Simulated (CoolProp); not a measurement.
R142b at 298.15 K and 0.0375 MPa is throttled through a valve to 0.022 MPa with no heat exchange. Each further row changes one setting.

Computed with CoolProp (reference Helmholtz-energy equation of state, Lemmon 2006). It is a short technical equation, of lower accuracy than the large ones.

| case | temperature change (K) | final density (kg/m³) |
|---|---|---|
| as stated | -0.4 | 0.898 |
| outlet pressure 0.0066 MPa | -0.8 | 0.269 |
| outlet pressure 0.0286 MPa | -0.2 | 1.17 |
